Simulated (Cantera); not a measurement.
What does this Cantera script print?

```python
import numpy as np
import cantera as ct

gas_names = """
    AL ALC ALN AL2 C CN C2 CCN CNC C2N2 C3 C4 C4N2 C5 N N2
""".split()
cond_names = """
    AL(cr) AL(L) ALN(s) C(gr)
""".split()


# ... load() reads the species with a 1 bar reference pressure and builds the phases ...
atoms = {
    'AlN': {'AL': 1, 'N': 1},
    'C': {'C': 1},
    'N2': {'N': 2},
}
top_T = {'ALN(s)': 2750, 'C(gr)': 4500}  # K; cautious upper limits of use, not melting points


# ... equilibrate(T, P, feed) seeds the gas with the atoms and calls Mixture.equilibrate('TP', solver="vcs", rtol=1e-11, max_steps=5000) ...
results = []
feed = {'AlN': 1, 'C': 0.046, 'N2': 0.71}  # mol
T = 2448.15  # K
P = 1000  # Pa
mix = equilibrate(T, P, feed)
results.append((T, P, feed, dict(zip(mix.species_names, mix.species_moles))))
print(gas.report(threshold=0.0001))
for i in range(1, mix.n_phases):
    print(f"{mix.phase(i).name:16s} {mix.phase_moles(i):12.5e} mol")
```

Output:

```
       temperature   2448.2 K
          pressure   1000 Pa
           density   0.0013534 kg/m^3
  mean mol. weight   27.549 kg/kmol
   phase of matter   gas

                          1 kg             1 kmol
                     ---------------   ---------------
          enthalpy        7.5985e+06        2.0933e+08  J
   internal energy        6.8597e+06        1.8898e+08  J
           entropy             10182        2.8051e+05  J/K
    Gibbs function       -1.7328e+07       -4.7739e+08  J
 heat capacity c_p            1070.1             29481  J/K
 heat capacity c_v            768.31             21166  J/K

                      mass frac. Y      mole frac. X     chem. pot. / RT
                     ---------------   ---------------   ---------------
                AL            0.4429           0.45222           -12.088
                CN        0.00046372        0.00049102           -19.639
                N2           0.55636           0.54713            -32.85
     [  +13 minor]        0.00027995        0.00016071

AL(L)             0.00000e+00 mol
ALN(s)            0.00000e+00 mol
C(gr)             4.45962e-02 mol
```

These are equilibrium values from Cantera (NASA tables, ideal gas, pure condensed phases), not measurements of a reactor.
